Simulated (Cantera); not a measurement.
A closed system holds: 1 mol CO, 0.35 mol O2, a varied amount of N2, equilibrated at 2798 K and 26.0 Pa.

Cantera equilibrium calculation (NASA polynomials, part measured and part estimated; ideal gas, pure solids and liquids). Candidate condensed phases: C; 24 gas species. Rates play no part.

x: gas mole fraction; nothing condenses.

```
n(N2) (mol)   x N2    x CO     x O      x NO      x O2     x CO2       x N
-----------  -----  ------  ------  --------  --------  --------  --------
2.9          0.632   0.217   0.145         ?   0.00188   0.00101  0.000170
4.4          0.722   0.164   0.110         ?   0.00108  0.000577  0.000182
5.9          0.777   0.131  0.0884         ?  0.000700  0.000373  0.000188
7.3          0.811   0.111  0.0748         ?  0.000501  0.000266  0.000193
8.8          0.838  0.0952  0.0642         ?  0.000369  0.000196  0.000196
10           0.855  0.0854  0.0577         ?  0.000298  0.000158  0.000198
12           0.876  0.0729  0.0493   0.00125  0.000218  0.000115  0.000200
13           0.884  0.0680  0.0460   0.00117  0.000190  0.000100  0.000201
15           0.898  0.0598  0.0405   0.00104  0.000147   7.78e-5  0.000203
16           0.904  0.0565  0.0383  0.000982  0.000131   6.93e-5  0.000203
18           0.914  0.0507  0.0344         ?  0.000106   5.60e-5  0.000204
```

**Question.** Fill in the missing entries.

**Answer.** 
- 2.9, x NO: 0.00311
- 4.4, x NO: 0.00252
- 5.9, x NO: 0.00210
- 7.3, x NO: 0.00182
- 8.8, x NO: 0.00159
- 10, x NO: 0.00144
- 18, x NO: 0.000887
